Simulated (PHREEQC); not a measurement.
**Metal-bearing waste water: speciation**

Make-up at 25 °C: 0.0014 mol/kgw NiSO4, 6e-05 mol/kgw NaH2PO4 and 0.0015 mol/kgw NaCl. Closed to the air; pH follows from the charge balance.

Equilibrium calculation in PHREEQC: ion-association model, wateq4f.dat.

```json
{
 "pH": "5.70",
 "ionic_strength": "0.00653 mol/kgw"
}
```

```csv
species,molality,activity,log γ
Na+,0.00155,0.00143,-0.037
Cl-,0.00150,0.00137,-0.038
Ni+2,0.00124,0.000884,-0.149
SO4-2,0.00124,0.000887,-0.146
NiSO4,0.000152,0.000153,0.001
H2PO4-,5.77e-5,5.31e-5,-0.036
NaSO4-,6.89e-6,6.34e-6,-0.036
NiCl+,3.32e-6,3.05e-6,-0.037
HPO4-2,2.30e-6,1.64e-6,-0.146
H+,2.17e-6,2.01e-6,-0.033
HSO4-,1.88e-7,1.73e-7,-0.037
NiOH+,6.62e-8,6.07e-8,-0.037
H3PO4,1.57e-8,1.57e-8,0.001
NiCl2,1.52e-8,1.52e-8,0.001
```

This is a speciation only: nothing precipitates in the calculation. Species that the database lacks are ignored. H3PO4, which wateq4f.dat lacks, is added to it with the constant of phreeqc.dat. The database has no phosphate complexes of Ni.
